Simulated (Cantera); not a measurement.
Charge: 1 mol SO2, 0.053 mol O2, equilibrated at 1048 K and 0.323 Torr.

Method: chemical equilibrium by Gibbs-energy minimisation in Cantera with the NASA 1993 tables (ideal gas, pure condensed phases). Candidate condensed phases: S; 10 gas species. Rates play no part.

Base state: SO2 0.947, O2 0.0482, SO3 0.00455 (mole fractions); condensed: gas only.

**Question.** What changes in the equilibrium state with this change: SO2 replaced by S?

**Answer.** 
| species | before | after |
|---|---|---|
| S2 | <1e-9 | 0.898 |
| SO2 | 0.947 | 0.0994 |
| S2O | <1e-9 | 0.00239 |
| O2 | 0.0482 | <1e-9 |
| SO3 | 0.00455 | <1e-9 |
| SO | 2.11e-9 | 0.000275 |
Gases not in the tables: S3 to S7.

**Question.** What changes in the equilibrium state with this change: SO2 replaced by NH3?

**Answer.** 
```json
[
 {"species": "H2", "before": "0", "after": "0.697"},
 {"species": "N2", "before": "0", "after": "0.250"},
 {"species": "H2O", "before": "0", "after": "0.0530"},
 {"species": "SO2", "before": "0.947", "after": "0"},
 {"species": "O2", "before": "0.0482", "after": "<1e-9"},
 {"species": "SO3", "before": "0.00455", "after": "0"}
]
```
Further candidate phases: H2O.
